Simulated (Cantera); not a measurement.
# Thermodynamics of abatement and gas-phase synthesis, feed H2O + SO2

Input: 1 mol H2O, 0.26 mol SO2, at 68000 Pa.

These are equilibrium values from Cantera (NASA tables, ideal gas, pure condensed phases), not measurements of a reactor. Candidate condensed phases: H2O, H2SO4, S; 34 gas species. Ions and electrons are included (thermal ionisation). Rates play no part.

```
T (K)     x H     x H2O     x O     x OH     x SO2     x H2     x O2      x S     x SO
-----  ------  --------  ------  -------  --------  -------  -------  -------  -------
3000   0.0633     0.475  0.0325   0.0915     0.128    0.109   0.0559  0.00273   0.0408
3500    0.254     0.143   0.156    0.133    0.0374    0.126   0.0683   0.0183   0.0612
4000    0.443    0.0134   0.312   0.0659   0.00340   0.0525   0.0299   0.0463   0.0308
4500    0.506  0.000818   0.379   0.0199  0.000172   0.0146  0.00788   0.0626  0.00838
5000    0.522   6.71e-5   0.395  0.00632   1.05e-5  0.00447  0.00217   0.0671  0.00222
```
x: gas mole fraction; nothing condenses.

From 3000 K to 5000 K nothing is condensed.
